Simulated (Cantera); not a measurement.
## Reactions in the system H-N-O-V

Source: NASA polynomial tables (part measured, part estimated), evaluated in Cantera. Values are per mole of reaction as written; species without (g) are pure solids or liquids, kept so even where they would boil at 1 bar. VN: taken at fixed stoichiometry.

VN + 2 H2O2(g) ⇌ VO2(g) + N(g) + 2 H2O(g)

```csv
T (K),ΔH° (kJ),ΔS° (J/K),ΔG° (kJ),log10 K
825,242.8,285.5,7.2,-0.46
925,241.1,283.5,-21.2,1.20
1025,239.2,281.6,-49.5,2.52
1125,237.1,279.7,-77.5,3.60
1225,234.9,277.8,-105.4,4.50
1325,232.7,276.1,-133.1,5.25
1425,230.2,274.3,-160.6,5.89
1525,227.7,272.6,-188.0,6.44
1625,225.1,270.9,-215.2,6.92
```
